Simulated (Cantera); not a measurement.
Charge: 1 mol Si, 5.7 mol F2, 3.6 mol N2, held at 625 °C and 0.00825 Torr.

Cantera equilibrium calculation (NASA polynomials, part measured and part estimated; ideal gas, pure solids and liquids). Candidate condensed phases: Si, Si3N4; 16 gas species. The numbers say what is thermodynamically allowed, not how fast it happens.

Base state: F 0.611, N2 0.301, SiF4 0.0837, F2 0.00402 (mole fractions); condensed: gas only.

**Question.** What changes in the equilibrium state with this change: pressure from 0.00825 Torr to 1.00 Torr?

**Answer.** 
| species | before | after |
|---|---|---|
| F | 0.611 | 0.370 |
| N2 | 0.301 | 0.354 |
| F2 | 0.00402 | 0.178 |
| SiF4 | 0.0837 | 0.0982 |
| NF3 | 3.67e-9 | 0.000142 |

**Question.** What changes in the equilibrium state with this change: 0.021 mol H2S added?

**Answer.** 
```tsv
species	before	after
F	0.611	0.603
N2	0.301	0.304
SiF4	0.0837	0.0844
HF	0	0.00354
SF6	0	0.00177
F2	0.00402	0.00391
```
Further candidate phases: S.
